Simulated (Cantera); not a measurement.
Source: NASA polynomial tables (part measured, part estimated), evaluated in Cantera. Values are per mole of reaction as written; species without (g) are pure solids or liquids, kept so even where they would boil at 1 bar. TiC: taken at fixed stoichiometry.

2 CO₂(g) + 11 TiO(g) ⇌ 2 TiC + 3 Ti₃O₅

| T (K) | ΔH° (kJ) | ΔS° (J/K) | ΔG° (kJ) | log10 K | condensed phases |
|---|---|---|---|---|---|
| 1773 | ? | ? | ? | ? | TiC(s), Ti₃O₅(s) |
| 1923 | -7145.1 | -2094.3 | -3117.8 | 84.69 | TiC(s), Ti₃O₅(s) |
| 2073 | -6577.6 | -1816.8 | -2811.4 | 70.84 | TiC(s), Ti₃O₅(l) |
| 2223 | ? | ? | ? | ? | TiC(s), Ti₃O₅(l) |
| 2373 | ? | ? | ? | ? | TiC(s), Ti₃O₅(l) |
| 2523 | -6408.6 | -1743.0 | -2011.0 | 41.63 | TiC(s), Ti₃O₅(l) |
| 2673 | ? | ? | ? | ? | TiC(s), Ti₃O₅(l) |
| 2823 | -6295.8 | -1700.8 | -1494.5 | 27.65 | TiC(s), Ti₃O₅(l) |

### Question
What belongs in the gaps?

### Answer

- 1773, ΔH° (kJ): -7194.1
- 1773, ΔS° (J/K): -2120.8
- 1773, ΔG° (kJ): -3433.9
- 1773, log10 K: 101.17
- 2223, ΔH° (kJ): -6521.3
- 2223, ΔS° (J/K): -1790.6
- 2223, ΔG° (kJ): -2540.9
- 2223, log10 K: 59.70
- 2373, ΔH° (kJ): -6464.9
- 2373, ΔS° (J/K): -1766.0
- 2373, ΔG° (kJ): -2274.1
- 2373, log10 K: 50.06
- 2673, ΔH° (kJ): -6352.2
- 2673, ΔS° (J/K): -1721.3
- 2673, ΔG° (kJ): -1751.2
- 2673, log10 K: 34.22
